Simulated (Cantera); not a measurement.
A Cantera script and what it prints.

```python
import numpy as np
import cantera as ct

gas_names = [...]  # 113 gases of nasa_gas.yaml made of C, H, O, Ta
cond_names = """
    C(gr) C6H6(L) C7H8(L) C8H18(L),n-octa H2O(s) H2O(L) Ta(cr) Ta(L) TaC(s) TaC(L) Ta2O5(s) Ta2O5(L)
""".split()


# ... load() reads the species with a 1 bar reference pressure and builds the phases ...
atoms = {
    'Ta2O5': {'Ta': 2, 'O': 5},
    'CH4': {'C': 1, 'H': 4},
    'CO': {'C': 1, 'O': 1},
}
top_T = {'C(gr)': 4500}  # K; cautious upper limits of use, not melting points


# ... equilibrate(T, P, feed) seeds the gas with the atoms and calls Mixture.equilibrate('TP', solver="vcs", rtol=1e-11, max_steps=5000) ...
results = []
feed = {'Ta2O5': 1, 'CH4': 2.9, 'CO': 2.4}  # mol
P = 133.322  # Pa
for T in [1625, 1650, 1675, 1700, 1725, 1750, 1775, 1800, 1825, 1850, 1875, 1900, 1925, 1950]:
    mix = equilibrate(T, P, feed)
    results.append((T, P, feed, dict(zip(mix.species_names, mix.species_moles))))

top = {s: max(r[3][s] / sum(r[3][g] for g in gas_names) for r in results) for s in gas_names}
cols = sorted((s for s in top if top[s] > 1e-05), key=lambda s: -top[s])[:5]
seen = [c for c in cond_names if any(r[3].get(c, 0) > 1e-12 for r in results)]
print("log10 of partial pressures in bar; condensed amounts in mol")
print(f"{'T/K':>10s}" + "".join(f"{s[:9]:>10s}" for s in cols + seen))
for T, P, feed, n in results:
    ng = sum(n[g] for g in gas_names)
    print(f"{T:10.4g}" + "".join(f"{np.log10(max(n[s] / ng * P / 1e5, 1e-99)):10.3f}" for s in cols)
          + "".join(f"{n.get(c, 0):10.4g}" for c in seen))
```

Output:

```
log10 of partial pressures in bar; condensed amounts in mol
       T/K        H2        CO         H       H2O      TaO2    Ta(cr)    TaC(s)  Ta2O5(s)
      1625    -3.124    -3.237    -5.714    -6.243    -9.750         0    0.8301    0.5849
      1650    -3.125    -3.237    -5.604    -6.230    -9.434         0    0.8302    0.5849
      1675    -3.125    -3.237    -5.498    -6.217    -9.128         0    0.8302    0.5849
      1700    -3.125    -3.237    -5.394    -6.205    -8.831         0    0.8303    0.5849
      1725    -3.126    -3.237    -5.294    -6.194    -8.543         0    0.8303    0.5848
      1750    -3.126    -3.238    -5.197    -6.182    -8.264         0    0.8303    0.5848
      1775    -3.127    -3.238    -5.102    -6.172    -7.992         0    0.8304    0.5848
      1800    -3.128    -3.238    -5.010    -6.162    -7.729         0    0.8304    0.5847
      1825    -3.129    -3.238    -4.921    -6.152    -7.473         0    0.8304    0.5847
      1850    -3.130    -3.239    -4.834    -6.143    -7.224         0    0.8304    0.5845
      1875    -3.166    -3.199    -4.766    -6.157    -6.988     1.163         0    0.4182
      1900    -3.167    -3.200    -4.684    -6.105    -6.775     1.163         0    0.4178
      1925    -3.170    -3.200    -4.604    -6.055    -6.568     1.163         0    0.4172
      1950    -3.172    -3.201    -4.527    -6.007    -6.366     1.163         0    0.4164
```

Cantera equilibrium calculation (NASA polynomials, part measured and part estimated; ideal gas, pure solids and liquids). Mutual solubility and eutectic melting of coexisting phases are not modelled. TaC: taken at fixed stoichiometry. Condensed phases not in the tables: Ta2C, N, O or C dissolved in the metal.
